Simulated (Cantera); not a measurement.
Moist CO burnout

An isothermal, constant-pressure homogeneous reactor starts with CO : O2 : H2O : N2 = 0.028 : 0.019 : 0.012 : 1 (molar parts), equivalence ratio 0.74, at 1000 K and 10.0 bar.

Computed with Cantera and GRI-Mech 3.0 (53 species, 325 reactions).

| t (s) | x CO | x O2 | x H2O | x HO2 | x NO |
|---|---|---|---|---|---|
| 4.00e-5 | 0.0264 | 0.0179 | 0.0113 | 2.44e-11 | <1e-12 |
| 0.000139 | 0.0264 | 0.0179 | 0.0113 | 2.06e-10 | <1e-12 |
| 0.000485 | 0.0264 | 0.0179 | 0.0113 | 1.06e-9 | <1e-12 |
| 0.00169 | 0.0264 | 0.0179 | 0.0113 | 4.36e-9 | <1e-12 |
| 0.00587 | 0.0264 | 0.0179 | 0.0113 | 2.00e-8 | <1e-12 |
| 0.0204 | 0.0264 | 0.0179 | 0.0113 | 1.72e-7 | <1e-12 |
| 0.0711 | 0.0261 | 0.0178 | 0.0113 | 1.70e-6 | <1e-12 |
| 0.248 | 0.0234 | 0.0164 | 0.0113 | 2.11e-6 | 1.40e-12 |
| 0.862 | 0.0158 | 0.0127 | 0.0114 | 1.96e-6 | 1.53e-11 |
| 3.00 | 0.00497 | 0.00726 | 0.0114 | 1.26e-6 | 7.01e-11 |
x: mole fraction; the columns are a selection and need not sum to one.

Equilibrium at this temperature and pressure: CO 7.51e-12, O2 0.00478, H2O 0.0115, HO2 3.29e-11, NO 5.23e-6 (gas phase only).
